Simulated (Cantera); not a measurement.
Input (Python, Cantera):

```python
import numpy as np
import cantera as ct

gas = ct.Solution("gri30.yaml")
gas.TP = 300, 101325
flame = ct.CounterflowDiffusionFlame(gas, width=0.02)
flame.fuel_inlet.X, flame.fuel_inlet.T = {'CO': 1, 'H2': 0.06}, 348
flame.oxidizer_inlet.X, flame.oxidizer_inlet.T = {'O2': 0.27, 'N2': 0.73}, 325
flame.set_refine_criteria(ratio=3, slope=0.12, curve=0.24, prune=0.03)
show = ['OH', 'H', 'NO', 'CO']

rows = []
print(f"{'mdot':>8s}{'a_max':>10s}{'a_mean':>10s}{'Tmax/K':>9s}" + "".join(f"{s:>11s}" for s in show) + "   (peak mole fractions)")
for i, mdot in enumerate([0.61, 1, 1.7, 2.9, 4.8, 8.1, 14]):  # kg/m2/s on the oxidiser side
    flame.oxidizer_inlet.mdot, flame.fuel_inlet.mdot = mdot, 1.1 * mdot
    flame.solve(loglevel=0, auto=(i == 0))
    if flame.T.max() < max(348, 325) + 100:
        print(f"{mdot:8.3g}  no burning solution found from the previous one")
        break
    dT = np.abs(np.gradient(flame.T, flame.grid))
    rows.append([flame.strain_rate("max"), flame.strain_rate("mean"), flame.T.max(),
                 *(flame.X[gas.species_index(s)].max() for s in show), max(dT[0], dT[-1]) / dT.max()])
    print(f"{mdot:8.3g}{rows[-1][0]:10.1f}{rows[-1][1]:10.1f}{rows[-1][2]:9.1f}" + "".join(f"{x:11.3e}" for x in rows[-1][3:-1]))
```

Output:

```
    mdot     a_max    a_mean   Tmax/K         OH          H         NO         CO   (peak mole fractions)
    0.61     274.8      64.1   2183.4  6.700e-03  7.512e-03  2.369e-04  9.463e-01
       1     430.6     105.0   2104.3  6.560e-03  9.104e-03  1.377e-04  9.465e-01
     1.7     704.0     178.5   2016.7  6.324e-03  1.099e-02  8.674e-05  9.461e-01
     2.9    1160.9     304.6   1923.4  5.878e-03  1.303e-02  6.037e-05  9.460e-01
     4.8    1864.4     504.1   1827.7  5.262e-03  1.483e-02  4.433e-05  9.459e-01
     8.1    3044.3     850.7   1720.1  4.468e-03  1.614e-02  3.064e-05  9.457e-01
      14    5046.2    1470.3   1576.3  3.332e-03  1.535e-02  1.586e-05  9.458e-01
```

Cantera simulation using GRI-Mech 3.0 (53 species, 325 reactions); the numbers are that mechanism's predictions, not measurements. The maximum strain rate includes the flame's own expansion and is several times the mean.
